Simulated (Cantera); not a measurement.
Input (Python, Cantera) and output of one run.

```python
import numpy as np
import cantera as ct

gas_names = [...]  # 92 gases of nasa_gas.yaml made of C, H, N
cond_names = """
    C(gr) C6H6(L) C7H8(L) C8H18(L),n-octa
""".split()


# ... load() reads the species with a 1 bar reference pressure and builds the phases ...
atoms = {
    'C6H6': {'C': 6, 'H': 6},
    'NH3': {'N': 1, 'H': 3},
    'N2': {'N': 2},
}
top_T = {'C(gr)': 4500}  # K; cautious upper limits of use, not melting points


# ... equilibrate(T, P, feed) seeds the gas with the atoms and calls Mixture.equilibrate('TP', solver="vcs", rtol=1e-11, max_steps=5000) ...
results = []
feed = {'C6H6': 1, 'NH3': 0.063, 'N2': 12}  # mol
for P in [10, 46, 220, 1000, 4600, 22000, 100000, 460000, 2200000, 10000000]:
    for T in [1500, 1650, 1800, 1950, 2100, 2250, 2400, 2550, 2700, 2850]:
        mix = equilibrate(T, P, feed)
        results.append((T, P, feed, dict(zip(mix.species_names, mix.species_moles))))

for T, P, feed, n in results:
    print(f"{T:7g} {P:10.4g}  " + (" + ".join(c for c in cond_names if n.get(c, 0) > 1e-12) or "gas only"))
```

It prints:

```
   1500         10  C(gr)
   1650         10  C(gr)
   1800         10  C(gr)
   1950         10  C(gr)
   2100         10  C(gr)
   2250         10  C(gr)
   2400         10  C(gr)
   2550         10  C(gr)
   2700         10  gas only
   2850         10  gas only
   1500         46  C(gr)
   1650         46  C(gr)
   1800         46  C(gr)
   1950         46  C(gr)
   2100         46  C(gr)
   2250         46  C(gr)
   2400         46  C(gr)
   2550         46  C(gr)
   2700         46  C(gr)
   2850         46  gas only
   1500        220  C(gr)
   1650        220  C(gr)
   1800        220  C(gr)
   1950        220  C(gr)
   2100        220  C(gr)
   2250        220  C(gr)
   2400        220  C(gr)
   2550        220  C(gr)
   2700        220  C(gr)
   2850        220  C(gr)
   1500       1000  C(gr)
   1650       1000  C(gr)
   1800       1000  C(gr)
   1950       1000  C(gr)
   2100       1000  C(gr)
   2250       1000  C(gr)
   2400       1000  C(gr)
   2550       1000  C(gr)
   2700       1000  C(gr)
   2850       1000  C(gr)
   1500       4600  C(gr)
   1650       4600  C(gr)
   1800       4600  C(gr)
   1950       4600  C(gr)
   2100       4600  C(gr)
   2250       4600  C(gr)
   2400       4600  C(gr)
   2550       4600  C(gr)
   2700       4600  C(gr)
   2850       4600  C(gr)
   1500    2.2e+04  C(gr)
   1650    2.2e+04  C(gr)
   1800    2.2e+04  C(gr)
   1950    2.2e+04  C(gr)
   2100    2.2e+04  C(gr)
   2250    2.2e+04  C(gr)
   2400    2.2e+04  C(gr)
   2550    2.2e+04  C(gr)
   2700    2.2e+04  C(gr)
   2850    2.2e+04  C(gr)
   1500      1e+05  C(gr)
   1650      1e+05  C(gr)
   1800      1e+05  C(gr)
   1950      1e+05  C(gr)
   2100      1e+05  C(gr)
   2250      1e+05  C(gr)
   2400      1e+05  C(gr)
   2550      1e+05  C(gr)
   2700      1e+05  C(gr)
   2850      1e+05  C(gr)
   1500    4.6e+05  C(gr)
   1650    4.6e+05  C(gr)
   1800    4.6e+05  C(gr)
   1950    4.6e+05  C(gr)
   2100    4.6e+05  C(gr)
   2250    4.6e+05  C(gr)
   2400    4.6e+05  C(gr)
   2550    4.6e+05  C(gr)
   2700    4.6e+05  C(gr)
   2850    4.6e+05  C(gr)
   1500    2.2e+06  C(gr)
   1650    2.2e+06  C(gr)
   1800    2.2e+06  C(gr)
   1950    2.2e+06  C(gr)
   2100    2.2e+06  C(gr)
   2250    2.2e+06  C(gr)
   2400    2.2e+06  C(gr)
   2550    2.2e+06  C(gr)
   2700    2.2e+06  C(gr)
   2850    2.2e+06  C(gr)
   1500      1e+07  C(gr)
   1650      1e+07  C(gr)
   1800      1e+07  C(gr)
   1950      1e+07  C(gr)
   2100      1e+07  C(gr)
   2250      1e+07  C(gr)
   2400      1e+07  C(gr)
   2550      1e+07  C(gr)
   2700      1e+07  C(gr)
   2850      1e+07  C(gr)
```

Equilibrium computed with Cantera from the NASA thermochemical tables; the gas is ideal and each condensed phase is pure. The ideal-gas law is rough above about 30 bar.
